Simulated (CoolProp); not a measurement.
Propane along the isotherm 226.8 K: Z from the reference equation and from simpler models built on Tc = 369.9 K, pc = 4251 kPa, ω = 0.152; each cubic takes its own stable root.

Computed with CoolProp (reference Helmholtz-energy equation of state, Lemmon 2009).

```tsv
p (kPa)	phase	reference
966	liquid	0.03850
1930	liquid	0.07679
2900	liquid	0.1152
3860	liquid	0.1530
4830	liquid	0.1912
5800	liquid	0.2292
6760	liquid	0.2667
7730	liquid	0.3045
8700	liquid	0.3422
9660	liquid	0.3793
10600	liquid	0.4156
```

Q: How far does each simpler model (Redlich-Kwong, Soave-Redlich-Kwong) lie from the reference over these 11 states: mean and median of the absolute difference, and the worst?

A: 
- Redlich-Kwong: mean 6.4 %, median 6.4 %, worst +6.9 % at 226.8 K and 966 kPa
- Soave-Redlich-Kwong: mean 5.1 %, median 5.1 %, worst +5.5 % at 226.8 K and 966 kPa
